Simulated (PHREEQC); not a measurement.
Model water analysis in mmol/kgw, 75 °C, pH 7.45, pe 8.8: Na 118; K 10.9; Ca 2.28; Mg 1.51; Cl 120; S(6) 8.49; Alkalinity (meq/kgw) 0.0702; N(5) 0.058; Cd 0.332; Li 4.27.

Valence states are taken as typed.

All values are PHREEQC results (ion-association model, phreeqc.dat), not measurements.

Each row changes one thing in this solution. Precipitation was switched off in this run.

```
case                                               Mg+2 (mol/kgw)  MgSO4 (mol/kgw)  KSO4- (mol/kgw)  CaSO4 (mol/kgw)  HCO3- (mol/kgw)  LiSO4- (mol/kgw)  SI of Otavite (CdCO3)  SI of Gypsum (CaSO4:2H2O)
-------------------------------------------------  --------------  ---------------  ---------------  ---------------  ---------------  ----------------  ---------------------  -------------------------
as made                                                   0.00107         0.000440         0.000271         0.000271          4.83e-5           3.40e-5                  +0.17                      -1.23
Li from 4.27 to 8.54 mmol/kgw                             0.00107         0.000436         0.000269         0.000268          4.83e-5           6.75e-5                  +0.17                      -1.23
temperature from 75 to 50 °C at the same typed pH         0.00117         0.000336         0.000212         0.000271          5.96e-5           3.71e-5                  +0.26                      -1.26
Mg from 1.51 to 0.755 mmol/kgw                                [?]         0.000225              [?]              [?]          4.95e-5           3.50e-5                  +0.18                      -1.22
```

Task: Fill in the missing entries.

Result: 
- Mg from 1.51 to 0.755 mmol/kgw, Mg+2 (mol/kgw): 0.000529
- Mg from 1.51 to 0.755 mmol/kgw, KSO4- (mol/kgw): 0.000279
- Mg from 1.51 to 0.755 mmol/kgw, CaSO4 (mol/kgw): 0.000278

Some of these states are supersaturated (in Otavite, for instance). At this temperature some constants are extrapolated from 25 °C, and those without enthalpy data are left unchanged.
